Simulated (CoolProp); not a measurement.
Vapour-liquid equilibrium of R143a (1) + fluoroethane (R161) (2) at 241.4 K; x and y are mole fractions of (1).

Computed with CoolProp (multi-fluid Helmholtz-energy mixture model, Lemmon and Jacobsen 2000 and Wu 2012; pair parameters Bell 2016).

| x | bubble pressure, mixture model (kPa) | bubble pressure, Raoult's law (kPa) | y, mixture model | y, Raoult's law |
|---|---|---|---|---|
| 0.05 | 135.4 | 134.8 | 0.077 | 0.074 |
| 0.15 | 143.3 | 141.7 | 0.216 | 0.212 |
| 0.25 | 150.8 | 148.5 | 0.338 | 0.337 |
| 0.35 | 157.9 | 155.4 | 0.448 | 0.451 |
| 0.45 | 164.8 | 162.3 | 0.549 | 0.555 |
| 0.55 | 171.5 | 169.2 | 0.642 | 0.651 |
| 0.65 | 178.0 | 176.1 | 0.729 | 0.739 |
| 0.75 | 184.4 | 183.0 | 0.811 | 0.821 |
| 0.85 | 190.8 | 189.9 | 0.889 | 0.896 |
| 0.95 | 197.1 | 196.8 | 0.964 | 0.967 |

The largest gap from Raoult's law is +1.6 % in bubble pressure, at x = 0.35. No azeotrope shows between x = 0.05 and 0.95.

Pair parameters are fitted to limited data, so mixtures are less certain than the pure fluids.
